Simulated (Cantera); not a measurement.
## Hydrocarbon pyrolysis for carbon deposition

An isothermal, constant-pressure homogeneous reactor starts with C3H8 : H2 = 1 : 8.2 (molar parts), at 1550 K and 10.00 Torr.

Computed with Cantera and GRI-Mech 3.0 (53 species, 325 reactions). GRI-Mech 3.0 was tuned for natural gas; its chemistry of propane as a main component is partial and can be far from experiment. GRI-Mech 3.0 stops at C3 and has no aromatics, soot or wall deposition, so with more carbon than oxygen in the feed, carbon stays in small species such as C2H2 where larger ones or solid carbon would form. Radical loss at walls, strong at low pressure, is not modelled.

| t (s) | x C3H8 | x H2 | x CH3 | x C2H4 | x C2H6 | x C2H2 | x CH4 |
|---|---|---|---|---|---|---|---|
| 0.000400 | 0.0314 | 0.825 | 0.0183 | 0.0596 | 0.00219 | 0.00227 | 0.0568 |
| 0.00108 | 0.000414 | 0.801 | 0.00686 | 0.0672 | 0.000818 | 0.0222 | 0.0979 |
| 0.00291 | 1.66e-6 | 0.806 | 0.00220 | 0.0495 | 0.000192 | 0.0403 | 0.101 |
| 0.00783 | 3.17e-8 | 0.810 | 0.000897 | 0.0360 | 5.75e-5 | 0.0532 | 0.0998 |
| 0.0211 | 4.96e-9 | 0.812 | 0.000435 | 0.0241 | 1.86e-5 | 0.0644 | 0.0987 |
| 0.0569 | 1.45e-9 | 0.815 | 0.000283 | 0.0127 | 8.50e-6 | 0.0750 | 0.0974 |
| 0.153 | 1.31e-9 | 0.817 | 0.000308 | 0.00291 | 8.99e-6 | 0.0842 | 0.0956 |
| 0.413 | 1.91e-9 | 0.819 | 0.000367 | 0.000495 | 1.14e-5 | 0.0877 | 0.0918 |
| 1.11 | 1.49e-9 | 0.825 | 0.000339 | 0.000441 | 9.61e-6 | 0.0913 | 0.0825 |
| 3.00 | 7.98e-10 | 0.837 | 0.000278 | 0.000361 | 6.23e-6 | 0.0984 | 0.0639 |
x: mole fraction; the columns are a selection and need not sum to one.

Equilibrium at this temperature and pressure: C3H8 <1e-12, H2 0.876, CH3 1.14e-5, C2H4 0.000247, C2H6 1.72e-8, C2H2 0.122, CH4 0.00192 (gas phase only).
